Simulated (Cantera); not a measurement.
## Adiabatic ignition

An adiabatic, constant-pressure homogeneous reactor starts with CH4 : O2 : N2 = 1 : 2.53 : 9.52 (molar parts), at 1448 K and 1.01 bar.

Detailed kinetics in Cantera: GRI-Mech 3.0 (53 species, 325 reactions).

```csv
t (s),T (K),x CH4,x O2,x C2H6,x H2O,x C2H2
5.00e-6,1448,0.0766,0.194,2.31e-12,2.67e-8,<1e-12
1.45e-5,1448,0.0766,0.194,6.47e-11,1.21e-7,<1e-12
4.19e-5,1448,0.0766,0.194,1.96e-9,7.03e-7,<1e-12
0.000121,1448,0.0766,0.194,8.38e-8,5.95e-6,1.28e-12
0.000351,1448,0.0765,0.194,6.16e-6,7.25e-5,3.25e-10
0.00102,1454,0.0750,0.193,0.000256,0.00116,1.23e-7
0.00294,2644,<1e-12,0.0453,<1e-12,0.132,<1e-12
0.00851,2635,<1e-12,0.0419,<1e-12,0.132,<1e-12
0.0246,2632,<1e-12,0.0411,<1e-12,0.133,<1e-12
0.0713,2632,<1e-12,0.0411,<1e-12,0.133,<1e-12
0.206,2632,<1e-12,0.0411,<1e-12,0.133,<1e-12
0.597,2632,<1e-12,0.0411,<1e-12,0.133,<1e-12
1.73,2632,<1e-12,0.0411,<1e-12,0.133,<1e-12
5.00,2632,<1e-12,0.0411,<1e-12,0.133,<1e-12
```
x: mole fraction; the columns are a selection and need not sum to one.

```
Property                                                           Value
---------------------------------  -------------------------------------
time of steepest temperature rise                                1.82 ms
temperature at 5.00 s                                             2632 K
equilibrium temperature                                           2632 K
x(CH4) at 5.00 s                   <1e-12 (gas-phase equilibrium <1e-12)
x(O2) at 5.00 s                    0.0411 (gas-phase equilibrium 0.0411)
x(C2H6) at 5.00 s                  <1e-12 (gas-phase equilibrium <1e-12)
```
